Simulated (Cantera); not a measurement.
Feed: 1 mol Si3N4, 0.11 mol H2O, 400 mol N2, 2.2 mol CO2, equilibrated at 43.0 Pa.

Method: chemical equilibrium by Gibbs-energy minimisation in Cantera with the NASA 1993 tables (ideal gas, pure condensed phases). Candidate condensed phases: C, C6H6, C7H8, C8H18, H2O, Si, SiC, SiO2, Si2N2O, Si3N4; 151 gas species. Mutual solubility and eutectic melting of coexisting phases are not modelled. The tables hold silica as quartz up to 1696 K and as liquid above; real silica turns to tridymite and cristobalite and melts near 1996 K. Equilibrium is a limit: real reactors are often held back by kinetics, nucleation or transport.

Task: At 1250 K, list the 4 most abundant gas species with their mole fractions, and the condensed phases.

Result: N2 0.994, CO 0.00546, H2 0.000273, SiO 2.13e-5. Condensed: SiO2(β-quartz) + Si2N2O(s).
